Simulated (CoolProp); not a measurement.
Tetrahydrofuran along the isobar 7.05 MPa: Z from the reference equation and from simpler models built on Tc = 540.2 K, pc = 5.304 MPa, ω = 0.234; each cubic takes its own stable root.

Values from CoolProp's reference Helmholtz-energy equation of state, Fiedler 2023.

```csv
T (K),phase,reference
293,liquid,0.2336
306.3,liquid,0.2270
319.7,liquid,0.2211
333,liquid,0.2159
346.4,liquid,0.2112
359.8,liquid,0.2071
373.1,liquid,0.2035
386.5,liquid,0.2004
399.8,liquid,0.1978
413.2,liquid,0.1956
426.6,liquid,0.1939
```

Problem. How far does each simpler model (van der Waals, Soave-Redlich-Kwong, Peng-Robinson) lie from the reference over these 11 states: mean and median of the absolute difference, and the worst?

Solution. 
- van der Waals: mean 58.3 %, median 58.3 %, worst +60.5 % at 293 K and 7.05 MPa
- Soave-Redlich-Kwong: mean 7.4 %, median 7.2 %, worst +8.3 % at 426.6 K and 7.05 MPa
- Peng-Robinson: mean 4.8 %, median 4.9 %, worst -5.2 % at 359.8 K and 7.05 MPa
